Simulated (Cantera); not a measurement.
## Stirred combustor or abatement burner

A perfectly stirred reactor is fed with 6.64 % CH₄, 0.213 % C₂H₆, 14.7 % O₂, 78.4 % N₂, equivalence ratio 0.95, at 5.00 bar; it is adiabatic with a 325 K inlet, and is followed from long to short residence time, starting on the burning branch (τ in s: 0.037, 0.015, 0.006, 0.0024, 0.00099, 0.0004, 0.00016, 6.6e-05, 2.7e-05).

Model: GRI-Mech 3.0 (53 species, 325 reactions), integrated in Cantera.

```
τ (s)    T (K)     x CH₄   x C₂H₆     x O₂   x CO₂      x H₂
-------  -----  --------  -------  -------  ------  --------
0.037     1887   1.13e-5  6.30e-8  0.00775  0.0694  0.000465
0.015     1878   2.08e-5  1.30e-7  0.00820  0.0687  0.000736
0.0060    1866   3.88e-5  2.69e-7  0.00893  0.0675   0.00115
0.0024    1847   7.43e-5  5.51e-7   0.0101  0.0657   0.00175
0.00099   1819  0.000146  1.13e-6   0.0118  0.0631   0.00253
0.00040   1777  0.000327  2.61e-6   0.0146  0.0588   0.00356
0.00016    325    0.0664  0.00213    0.147  <1e-12    <1e-12
6.6e-5     325    0.0664  0.00213    0.147  <1e-12    <1e-12
2.7e-5     325    0.0664  0.00213    0.147  <1e-12    <1e-12
```
x: mole fraction; the columns are a selection and need not sum to one.
